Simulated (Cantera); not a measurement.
Thermodynamics of carbothermic reduction, feed MgO + C + H2

Input: 1 mol MgO, a varied amount of C, 6.1 mol H2, held at 2.20 bar.

Equilibrium computed with Cantera from the NASA thermochemical tables; the gas is ideal and each condensed phase is pure. Candidate condensed phases: C, C6H6, C7H8, C8H18, H2O, Mg, MgCO3, MgO, Mg(OH)2; 116 gas species. Rates play no part.

Stable condensed phases:

```
T in °C \ n(C) in mol
         0.73 0.87    1  1.2  1.5  1.8  2.1  2.5    3
   2300     A    B    B    C    C    C    C    C    C
   2250     A    B    B    C    C    C    C    C    C
   2200     A    A    B    C    C    C    C    C    C
   2150     A    A    B    C    C    C    C    C    C
   2100     A    A    B    C    C    C    C    C    C
   2050     A    A    B    C    C    C    C    C    C
   2000     A    A    B    C    C    C    C    C    C
   1950     A    A    B    C    C    C    C    C    C
   1900     A    A    B    C    C    C    C    C    C
   1850     A    A    B    C    C    C    C    C    C
   1800     A    A    B    C    C    C    C    C    C
   1750     A    A    A    C    C    C    C    C    C
```

A: MgO; B: gas only; C: C.
